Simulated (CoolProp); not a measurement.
Vapour-liquid equilibrium of R114 (1) + R113 (2) at 307.1 K; x and y are mole fractions of (1).

Model: multi-fluid Helmholtz-energy mixture model, Platzer 1990 and Marx 1992; pair parameters Bell 2016, in CoolProp. This equation is an older, rougher fit; its heat capacities, sound speeds and derivatives of the liquid may be far off and weren't checked against measurements.

Task: Give the bubble pressure and the first vapour's composition at x = 0.45, 0.55, 0.95. Is there an azeotrope?

Result: x = 0.45: 1.614 bar, y = 0.775; x = 0.55: 1.833 bar, y = 0.835; x = 0.95: 2.718 bar, y = 0.986. No azeotrope shows between x = 0.05 and 0.95.

The pair parameters rest on a limited set of measurements; away from them the model extrapolates.
